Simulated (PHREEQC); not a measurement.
# Metal-bearing waste water (model solution)

Solution (25 °C): 0.045 mol/kgw MnSO4, 0.0024 mol/kgw CuCl2 and 0.13 mol/kgw Na2SO4. It is in equilibrium with CO2 at log p = -3.4 (atm). Otherwise closed; pH follows from the charge balance.

All values are PHREEQC results (ion-association model, wateq4f.dat), not measurements.

This is a speciation only: nothing precipitates in the calculation.

Q: Estimate the pH, ionic strength.

A: pH 5.60; ionic strength 0.415 mol/kgw.

Q: In which forms is Cl present?

A: Cl- 98 %, MnCl+ 2.1 % of the Cl.

Saturation is exceeded, for instance for Brochantite, Antlerite; the values hold only as long as no solid forms.
